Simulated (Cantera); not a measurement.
A perfectly stirred reactor is fed with H₂ : O₂ : N₂ : H₂O = 1 : 0.455 : 1.71 : 0.82 (molar parts), at 1.00 bar; it is adiabatic with a 525 K inlet, and is followed from long to short residence time, starting on the burning branch (τ in s: 0.034, 0.013, 0.0053, 0.0021, 0.00083, 0.00033, 0.00013, 5.2e-05, 2e-05, 8.1e-06, 3.2e-06).

Model: the H2/O2 subset of GRI-Mech 3.0, which has no nitrogen chemistry, integrated in Cantera.

Task: What does this change do: inlet temperature 525 to 700 K?

Result: 
| quantity | before | after |
|---|---|---|
| blow-out, bracketed by the residence times tried | burning at 20.0 µs, out at 8.10 µs | burning at 20.0 µs, out at 8.10 µs |
| x(H₂) at τ = 34.0 ms | 0.0288 | 0.0300 |
| x(O₂) at τ = 34.0 ms | 0.00121 | 0.00158 |
| x(H₂O) at τ = 34.0 ms | 0.482 | 0.480 |
| x(O) at τ = 34.0 ms | 0.000146 | 0.000215 |
| x(OH) at τ = 34.0 ms | 0.00337 | 0.00458 |
| x(H₂) at τ = 0.330 ms | 0.0486 | 0.0510 |
| x(O₂) at τ = 0.330 ms | 0.0121 | 0.0127 |
| x(H₂O) at τ = 0.330 ms | 0.440 | 0.435 |
| x(O) at τ = 0.330 ms | 0.00250 | 0.00293 |
| x(OH) at τ = 0.330 ms | 0.00967 | 0.0120 |

Task: What does this change do: pressure from 1.00 bar to 10.0 bar?

Result: 
```json
[
 {"quantity": "blow-out, bracketed by the residence times tried", "before": "burning at 20.0 µs, out at 8.10 µs", "after": "burning at 3.20 µs, the shortest tried"},
 {"quantity": "x(H₂) at τ = 34.0 ms", "before": "0.0288", "after": "0.0259"},
 {"quantity": "x(O₂) at τ = 34.0 ms", "before": "0.00121", "after": "0.000110"},
 {"quantity": "x(H₂O) at τ = 34.0 ms", "before": "0.482", "after": "0.489"},
 {"quantity": "x(O) at τ = 34.0 ms", "before": "0.000146", "after": "4.89e-6"},
 {"quantity": "x(OH) at τ = 34.0 ms", "before": "0.00337", "after": "0.000642"},
 {"quantity": "x(H₂) at τ = 0.330 ms", "before": "0.0486", "after": "0.0307"},
 {"quantity": "x(O₂) at τ = 0.330 ms", "before": "0.0121", "after": "0.00228"},
 {"quantity": "x(H₂O) at τ = 0.330 ms", "before": "0.440", "after": "0.480"},
 {"quantity": "x(O) at τ = 0.330 ms", "before": "0.00250", "after": "0.000122"},
 {"quantity": "x(OH) at τ = 0.330 ms", "before": "0.00967", "after": "0.00294"}
]
```
The hydrogen kinetics of GRI-Mech 3.0 are dated; newer H2 mechanisms differ, most at raised pressure.
